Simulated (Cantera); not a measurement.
Charge: 1 mol Si3N4, 0.0066 mol H2O, 7.5 mol H2, held at 128 Torr.

These are equilibrium values from Cantera (NASA tables, ideal gas, pure condensed phases), not measurements of a reactor. Candidate condensed phases: H2O, Si, SiO2, Si2N2O, Si3N4; 35 gas species. Mutual solubility and eutectic melting of coexisting phases are not modelled. Gases not in the tables: Si2H6 and higher silanes. Rates play no part.

Which condensed phases are stable at each of these points (T (°C)): 677, 752, 827, 902, 977, 1052, 1127, 1202, 1277, 1352, 1427, 1502, 1577, 1652?


| T (°C) | condensed phases | Si condensed (%) |
|---|---|---|
| 677 | Si2N2O(s) + Si3N4(s) | 100.0 |
| 752 | Si2N2O(s) + Si3N4(s) | 100.0 |
| 827 | Si2N2O(s) + Si3N4(s) | 100.0 |
| 902 | Si2N2O(s) + Si3N4(s) | 100.0 |
| 977 | Si2N2O(s) + Si3N4(s) | 100.0 |
| 1052 | Si2N2O(s) + Si3N4(s) | 100.0 |
| 1127 | Si2N2O(s) + Si3N4(s) | 100.0 |
| 1202 | Si2N2O(s) + Si3N4(s) | 100.0 |
| 1277 | Si(s) + Si2N2O(s) + Si3N4(s) | 100.0 |
| 1352 | Si(s) + Si2N2O(s) + Si3N4(s) | 100.0 |
| 1427 | Si(l) + Si2N2O(s) + Si3N4(s) | 99.9 |
| 1502 | Si(l) + Si3N4(s) | 99.8 |
| 1577 | Si(l) + Si3N4(s) | 99.8 |
| 1652 | Si(l) | 99.7 |

From 677 °C to 1202 °C the condensed part is Si2N2O(s) + Si3N4(s). From 1277 °C to 1352 °C the condensed part is Si(s) + Si2N2O(s) + Si3N4(s). At 1427 °C the condensed part is Si(l) + Si2N2O(s) + Si3N4(s). From 1502 °C to 1577 °C the condensed part is Si(l) + Si3N4(s). At 1652 °C the condensed part is Si(l).
